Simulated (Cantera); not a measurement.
# Fluorocarbon and chlorocarbon gases: CH3F + HCl

Feed: 1 mol CH3F, 0.015 mol HCl, held at 0.00133 bar.

Equilibrium computed with Cantera from the NASA thermochemical tables; the gas is ideal and each condensed phase is pure. Candidate condensed phases: C, C6H6, C7H8, C8H18; 118 gas species. Rates play no part.

```
T (°C)    x H    x HF     x H2       x F       x C      x C3      x C2      x CF  n C(graphite)
------  -----  ------  -------  --------  --------  --------  --------  --------  -------------
2052    0.181   0.451    0.360  0.000290   9.38e-6   1.98e-5   1.77e-6   5.29e-6          0.992
2202    0.314   0.416    0.260  0.000985   8.82e-5  0.000252   2.31e-5   2.98e-5          0.985
2352    0.455   0.377    0.153   0.00319  0.000641   0.00237  0.000224  0.000150          0.959
2502    0.551   0.333   0.0723    0.0101   0.00375    0.0174   0.00169  0.000704          0.798
2652    0.563   0.262   0.0272    0.0292    0.0168    0.0804   0.00874   0.00265              0
2802    0.593   0.198   0.0120    0.0690    0.0383    0.0648    0.0133   0.00467              0
2952    0.609   0.120  0.00548     0.120    0.0751    0.0427    0.0168   0.00579              0
3102    0.610  0.0591  0.00256     0.160     0.123    0.0205    0.0164   0.00500              0
```
x: gas mole fraction; n: condensed amount in mol.

From 2052 °C to 2502 °C the condensed part is C(graphite). From 2652 °C to 3102 °C nothing is condensed. The main C-bearing gas is C2H2 (acetylene) at 2052 °C and C at 3102 °C.
